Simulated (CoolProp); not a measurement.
Saturation properties of octamethylcyclotetrasiloxane (D4) (Tc = 586.5 K, pc = 1347 kPa, ω = 0.598).

Values from CoolProp's reference Helmholtz-energy equation of state, Thol 2015.

| T (K) | p (kPa) | liquid density (kg/m³) | vapour density (kg/m³) | enthalpy of vaporisation (kJ/kg) | liquid cp (kJ/(kg K)) | surface tension (mN/m) |
|---|---|---|---|---|---|---|
| 463.4 | 144.4 | 744.5 | 12.34 | 125.0 | 2.034 | 6.45 |
| 467.7 | 159.5 | 738.1 | 13.63 | 123.2 | 2.046 | 6.18 |
| 472.1 | 176.2 | 731.5 | 15.05 | 121.3 | 2.058 | 5.90 |
| 476.5 | 194.3 | 724.8 | 16.60 | 119.3 | 2.070 | 5.63 |
| 480.8 | 213.2 | 718.1 | 18.24 | 117.4 | 2.083 | 5.37 |
| 485.2 | 234.1 | 711.1 | 20.06 | 115.4 | 2.096 | 5.10 |
| 489.6 | 256.4 | 703.9 | 22.03 | 113.4 | 2.109 | 4.83 |
| 493.9 | 279.9 | 696.8 | 24.12 | 111.3 | 2.122 | 4.57 |
| 498.3 | 305.5 | 689.3 | 26.43 | 109.1 | 2.136 | 4.31 |
| 502.6 | 332.2 | 681.8 | 28.89 | 107.0 | 2.151 | 4.06 |
| 507 | 361.4 | 674.0 | 31.62 | 104.7 | 2.166 | 3.81 |
| 511.4 | 392.5 | 665.9 | 34.58 | 102.3 | 2.182 | 3.55 |
| 515.7 | 424.9 | 657.8 | 37.73 | 99.96 | 2.198 | 3.31 |
| 520.1 | 460.1 | 649.2 | 41.24 | 97.44 | 2.216 | 3.06 |
| 524.5 | 497.5 | 640.3 | 45.08 | 94.82 | 2.235 | 2.82 |

It boils at 448.9 K under 1 atm.

Surface tension comes from a separate correlation (Mulero 2014), older than this fluid's equation and unchecked against measurements.
